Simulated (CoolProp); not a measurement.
R152A at several states: Z from the reference equation and from simpler models built on Tc = 113.3 °C, pc = 45.17 bar, ω = 0.275; each cubic takes its own stable root.

Model: reference Helmholtz-energy equation of state, Outcalt 1996, in CoolProp. It is a modified Benedict-Webb-Rubin equation, recast in Helmholtz form.

| T (°C) | p (bar) | phase | reference | van der Waals | Soave-Redlich-Kwong | Peng-Robinson |
|---|---|---|---|---|---|---|
| -36.55 | 45.2 | liquid | (withheld) | (withheld) | (withheld) | 0.1546 |
| -102.15 | 80.1 | liquid | 0.3182 | (withheld) | 0.3891 | 0.3469 |
| 89.05 | 1.56 | gas | 0.9836 | 0.9879 | 0.9853 | 0.9838 |
| 226.05 | 2.83 | gas | 0.9910 | 0.9902 | 0.9919 | 0.9901 |
| -107.25 | 1.8 | liquid | 0.007353 | 0.01364 | 0.009009 | 0.008027 |
| -46.15 | 180 | liquid | 0.5829 | 1.026 | 0.6982 | 0.6217 |

Complete the blanks.


- -36.55, reference: 0.1453
- -36.55, van der Waals: 0.2616
- -36.55, Soave-Redlich-Kwong: 0.1742
- -102.15, van der Waals: 0.5825
